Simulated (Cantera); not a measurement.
Cantera run:

```python
import numpy as np
import cantera as ct

gas_names = """
    CL CL2 H HCL H2 Si SiCL SiCL2 SiCL3 SiCL4 SiH SiHCL3 SiH2 SiH2CL2 SiH3 SiH3CL SiH4 Si2 Si3
""".split()
cond_names = """
    Si(cr) Si(L)
""".split()


def load(file, names, dense=False):
    # The tables refer to 1 bar. Condensed volumes are neglected.
    table = {s.name: s for s in ct.Species.list_from_file(file)}
    out = []
    for n in names:
        d = dict(table[n].input_data)
        d["thermo"] = dict(d["thermo"], **{"reference-pressure": 1e5})
        if dense:
            d["equation-of-state"] = {"model": "constant-volume", "density": "1e6 g/cm^3"}
        out.append(ct.Species.from_dict(d))
    return out


gas = ct.Solution(thermo="ideal-gas", species=load("nasa_gas.yaml", gas_names))
cond = {s.name: ct.Solution(thermo="fixed-stoichiometry", species=[s], name=s.name)
        for s in load("nasa_condensed.yaml", cond_names, dense=True)}
atoms = {
    'Si3H8': {'Si': 3, 'H': 8},
    'Cl2': {'CL': 2},
    'H2': {'H': 2},
}
top_T = {}  # K; cautious upper limits of use, not melting points


def equilibrate(T, P, feed):
    n = {}
    for name, mol in feed.items():
        for a, k in atoms[name].items():
            n[a] = n.get(a, 0.0) + k * mol
    gas.TPX = T, P, n
    mass = sum(n.values()) * gas.mean_molecular_weight
    gas.equilibrate("TP")
    valid = [c for c in cond.values() if c.min_temp <= T <= top_T.get(c.name, c.max_temp)]
    mix = ct.Mixture([(gas, mass / gas.mean_molecular_weight)] + [(c, 0.0) for c in valid])
    mix.T, mix.P = T, P
    mix.equilibrate("TP", solver="vcs", rtol=1e-11, max_steps=5000)
    return mix


results = []
feed = {'Si3H8': 1, 'Cl2': 0.26, 'H2': 28}  # mol
T = 950  # K
P = 300  # Pa
mix = equilibrate(T, P, feed)
results.append((T, P, feed, dict(zip(mix.species_names, mix.species_moles))))
print(gas.report(threshold=0.001))
for i in range(1, mix.n_phases):
    print(f"{mix.phase(i).name:16s} {mix.phase_moles(i):12.5e} mol")
```

It prints:

```
       temperature   950 K
          pressure   300 Pa
           density   9.9576e-05 kg/m^3
  mean mol. weight   2.6218 kg/kmol
   phase of matter   gas

                          1 kg             1 kmol
                     ---------------   ---------------
          enthalpy        6.6257e+06        1.7371e+07  J
   internal energy         3.613e+06        9.4723e+06  J
           entropy             81857        2.1461e+05  J/K
    Gibbs function       -7.1138e+07       -1.8651e+08  J
 heat capacity c_p             11532             30234  J/K
 heat capacity c_v            8360.8             21920  J/K

                      mass frac. Y      mole frac. X     chem. pot. / RT
                     ---------------   ---------------   ---------------
               HCL           0.14387          0.010346           -46.216
                H2           0.75971           0.98799           -23.201
     [  +17 minor]           0.09642         0.0016668

Si(cr)            2.94631e+00 mol
```

Cantera equilibrium calculation (NASA polynomials, part measured and part estimated; ideal gas, pure solids and liquids). The feed counts by its element totals alone. The tables' values for SiCl3 are old estimates; treat these amounts as uncertain.
